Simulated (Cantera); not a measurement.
Input (Python, Cantera):

```python
import numpy as np
import cantera as ct

gas = ct.Solution("gri30.yaml")
gas.TP = 300, 220000
flame = ct.CounterflowDiffusionFlame(gas, width=0.02)
flame.fuel_inlet.X, flame.fuel_inlet.T = {'CH4': 1, 'C2H6': 0.074}, 525
flame.oxidizer_inlet.X, flame.oxidizer_inlet.T = {'O2': 0.23, 'N2': 0.77}, 750
flame.set_refine_criteria(ratio=3, slope=0.12, curve=0.24, prune=0.03)
show = ['OH', 'H', 'NO', 'CO', 'C2H2']

rows = []
print(f"{'mdot':>8s}{'a_max':>10s}{'a_mean':>10s}{'Tmax/K':>9s}" + "".join(f"{s:>11s}" for s in show) + "   (peak mole fractions)")
for i, mdot in enumerate([0.55, 0.81, 1.2, 1.7, 2.6, 3.8, 5.5, 8.1, 12]):  # kg/m2/s on the oxidiser side
    flame.oxidizer_inlet.mdot, flame.fuel_inlet.mdot = mdot, 0.98 * mdot
    flame.solve(loglevel=0, auto=(i == 0))
    if flame.T.max() < max(525, 750) + 100:
        print(f"{mdot:8.3g}  no burning solution found from the previous one")
        break
    dT = np.abs(np.gradient(flame.T, flame.grid))
    rows.append([flame.strain_rate("max"), flame.strain_rate("mean"), flame.T.max(),
                 *(flame.X[gas.species_index(s)].max() for s in show), max(dT[0], dT[-1]) / dT.max()])
    print(f"{mdot:8.3g}{rows[-1][0]:10.1f}{rows[-1][1]:10.1f}{rows[-1][2]:9.1f}" + "".join(f"{x:11.3e}" for x in rows[-1][3:-1]))
```

Output:

```
    mdot     a_max    a_mean   Tmax/K         OH          H         NO         CO       C2H2   (peak mole fractions)
    0.55     270.4      58.4   2411.7  1.143e-02  4.206e-03  6.678e-04  7.745e-02  2.417e-02
    0.81     385.9      86.0   2383.6  1.163e-02  4.460e-03  5.835e-04  7.503e-02  2.338e-02
     1.2     554.6     127.4   2359.1  1.180e-02  4.739e-03  5.196e-04  7.287e-02  2.242e-02
     1.7     765.6     180.4   2341.5  1.194e-02  5.003e-03  4.709e-04  7.123e-02  2.143e-02
     2.6    1133.5     276.0   2321.7  1.203e-02  5.320e-03  4.141e-04  6.958e-02  2.015e-02
     3.8    1610.6     403.4   2301.9  1.195e-02  5.553e-03  3.605e-04  6.818e-02  1.889e-02
     5.5    2268.6     583.8   2280.2  1.175e-02  5.736e-03  3.051e-04  6.698e-02  1.743e-02
     8.1    3252.0     859.8   2255.0  1.142e-02  5.872e-03  2.457e-04  6.605e-02  1.575e-02
      12    4693.6    1273.7   2224.8  1.089e-02  5.911e-03  1.848e-04  6.550e-02  1.388e-02
```

Cantera simulation using GRI-Mech 3.0 (53 species, 325 reactions); the numbers are that mechanism's predictions, not measurements. GRI-Mech 3.0 has no aromatics or soot, which form on the fuel side of real flames. The maximum strain rate includes the flame's own expansion and is several times the mean.
